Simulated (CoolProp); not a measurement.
Vapour-liquid equilibrium of propylene (1) + propane (2) at -2.75 °C; x and y are mole fractions of (1).

Computed with CoolProp (multi-fluid Helmholtz-energy mixture model, Lemmon 2013 and Lemmon 2009; pair parameters Bell 2016).

Problem. Give the bubble pressure and the first vapour's composition at x = 0.35, 0.575, 0.875. Is there an azeotrope?

Solution. x = 0.35: 0.4819 MPa, y = 0.399; x = 0.575: 0.5053 MPa, y = 0.616; x = 0.875: 0.5297 MPa, y = 0.888. No azeotrope shows between x = 0.05 and 0.95.

Pair parameters are fitted to limited data, so mixtures are less certain than the pure fluids.
